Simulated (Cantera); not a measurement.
A Cantera script and what it prints.

```python
import numpy as np
import cantera as ct

gas_names = """
    F O2 HF
""".split()
cond_names = """
    CsOH(a) CsOH(b) CsOH(c) CsOH(L) Cs(cr) Cs(L)
""".split()


# ... load() reads the species with a 1 bar reference pressure and builds the phases ...
species = {s.name: s for s in load("nasa_gas.yaml", gas_names) + load("nasa_condensed.yaml", cond_names)}
# Each term lists the table entries of one substance; the one whose range holds T is used.
reactions = {
    '2 F(g) + 2 CsOH = 2 Cs + O2(g) + 2 HF(g)':
        [(-2, ['F']), (-2, ['CsOH(a)', 'CsOH(b)', 'CsOH(c)', 'CsOH(L)']), (2, ['Cs(cr)', 'Cs(L)']), (1, ['O2']), (2, ['HF'])],
}


def pick(names, T):
    return next(species[n] for n in names if species[n].thermo.min_temp <= T <= species[n].thermo.max_temp)


results = []
for label, terms in reactions.items():
    print(label)
    print("     T/K   dH/kJ  dS/(J/K)   dG/kJ   log10 K")
    for T in [750, 825, 900, 975, 1050, 1125, 1200]:
        used = [(nu, pick(names, T)) for nu, names in terms]
        dH = sum(nu * s.thermo.h(T) for nu, s in used) / 1e6
        dS = sum(nu * s.thermo.s(T) for nu, s in used) / 1e3
        dG = dH - T * dS / 1e3
        logK = -dG * 1e6 / (ct.gas_constant * T * np.log(10))
        results.append((label, T, dH, dS, dG, logK, [s.name for _, s in used]))
        print(f"{T:8g} {dH:8.1f} {dS:8.1f} {dG:8.1f} {logK:8.2f}")
```

It prints:

```
2 F(g) + 2 CsOH = 2 Cs + O2(g) + 2 HF(g)
     T/K   dH/kJ  dS/(J/K)   dG/kJ   log10 K
     750     87.0    131.0    -11.3     0.78
     825     82.8    125.7    -20.9     1.32
     900     78.8    121.0    -30.1     1.75
     975     74.9    116.8    -39.0     2.09
    1050     71.1    113.1    -47.7     2.37
    1125     67.5    109.8    -56.0     2.60
    1200     64.2    107.0    -64.1     2.79
```

Cantera with NASA thermochemical tables; ideal gases at 1 bar, condensed phases pure. Condensed species are held in their standard states even where they would react or evaporate.
